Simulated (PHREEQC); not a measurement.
## Brine: speciation

Make-up at 25 °C: 4.4 mol KCl, 4.4 mol CaCl2 and 0.00051 mol H4SiO4 per kg of water. Closed to the air; pH follows from the charge balance.

Model: Pitzer model, pitzer.dat, run in PHREEQC.

Each row changes one thing in this solution. Precipitation was switched off in this run.

```tsv
case	pH	H3SiO4- (mol/kgw)	SI of SiO2(a) (SiO2)	SI of Portlandite (Ca(OH)2)
as made	4.62	3.14e-7	+0.63	-11.64
KCl replaced by MgCl2 at the same molality	0.96	2.41e-8	+3.06	-15.96
CaCl2 from 4.4 to 4.84 mol/kgw	4.46	3.01e-7	+0.77	-11.70
KCl from 4.4 to 3.96 mol/kgw	4.60	3.39e-7	…	-11.65
diluted 10-fold with water	6.57	1.16e-7	-1.50	-10.65
temperature from 25 to 30 °C	…	3.38e-7	+0.58	-11.47
```

Task: Complete the blanks.

Result: 
- KCl from 4.4 to 3.96 mol/kgw, SI of SiO2(a) (SiO2): +0.66
- temperature from 25 to 30 °C, pH: 4.56

Species that the database lacks are ignored. Some of these states are supersaturated (in Sylvite, SiO2(a), Bischofite, for instance). In brines, pH and single-ion activities rest on the MacInnes convention.
